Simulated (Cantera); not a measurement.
A closed system holds: 1 mol SiCl4, 18 mol N2O, 2.2 mol H2, 2.5 mol O3, held at 2075 K and 0.120 bar.

Method: chemical equilibrium by Gibbs-energy minimisation in Cantera with the NASA 1993 tables (ideal gas, pure condensed phases). Candidate condensed phases: H2O, NH4Cl, Si, SiO2, Si2N2O, Si3N4; 47 gas species. The tables hold silica as quartz up to 1696 K and as liquid above; real silica turns to tridymite and cristobalite and melts near 1996 K. Rates play no part.

### Question
What is the equilibrium state?

### Answer
```json
{
  "x(N2)": "0.520",
  "x(O2)": "0.321",
  "x(HCl)": "0.0692",
  "x(Cl)": "0.0467",
  "x(H2O)": "0.0279",
  "x(NO)": "0.00939",
  "x(OH)": "0.00291",
  "x(O)": "0.00191",
  "x(Cl2)": "0.000276",
  "n(SiO2(l))": "1.000 mol",
  "gas_amount": "34.31 mol",
  "log10 activity of Si(l) (absent)": "-12.09"
}
```
